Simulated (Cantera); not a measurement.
An adiabatic, constant-volume homogeneous reactor starts with H2 : O2 : N2 = 1 : 0.794 : 2.54 (molar parts), equivalence ratio 0.63, at 1250 K and 2400000 Pa.

Detailed kinetics in Cantera: GRI-Mech 3.0 (53 species, 325 reactions). The hydrogen kinetics of GRI-Mech 3.0 are dated; newer H2 mechanisms differ, most at raised pressure. The pressure lies above the range GRI-Mech 3.0 was tuned for (to about 10 atm).

Problem. Predict: time of steepest temperature rise; temperature at 7.00 s; equilibrium temperature; x(H2) at 7.00 s; x(O2) at 7.00 s; x(H2O) at 7.00 s; x(H) at 7.00 s; x(NO) at 7.00 s; x(N2O) at 7.00 s; x(H2O2) at 7.00 s.

Solution. 
| Quantity | Result |
|---|---|
| time of steepest temperature rise | 49.1 µs |
| temperature at 7.00 s | 2981 K |
| equilibrium temperature | 2981 K |
| x(H2) at 7.00 s | 0.00577 (gas-phase equilibrium 0.00577) |
| x(O2) at 7.00 s | 0.0604 (gas-phase equilibrium 0.0604) |
| x(H2O) at 7.00 s | 0.240 (gas-phase equilibrium 0.240) |
| x(H) at 7.00 s | 0.00159 (gas-phase equilibrium 0.00159) |
| x(NO) at 7.00 s | 0.0227 (gas-phase equilibrium 0.0227) |
| x(N2O) at 7.00 s | 8.29e-6 (gas-phase equilibrium 8.29e-6) |
| x(H2O2) at 7.00 s | 7.11e-6 (gas-phase equilibrium 7.11e-6) |
